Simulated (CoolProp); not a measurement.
Vapour-liquid equilibrium of o-xylene (1) + n-undecane (2) at 322.9 K; x and y are mole fractions of (1).

Model: multi-fluid Helmholtz-energy mixture model, Zhou 2012 and Aleksandrov 2011; pair parameters Bell 2016, in CoolProp.

Q: Give the bubble pressure and the first vapour's composition at x = 0.35, 0.8, 0.95. Is there an azeotrope?

A: x = 0.35: 0.001399 MPa, y = 0.852; x = 0.8: 0.002769 MPa, y = 0.976; x = 0.95: 0.003220 MPa, y = 0.995. No azeotrope shows between x = 0.05 and 0.95.

Pair parameters are fitted to limited data, so mixtures are less certain than the pure fluids. The gap from Raoult's law changes sign with composition, which may be real or a fault of the pair parameters; it wasn't checked against measurements.
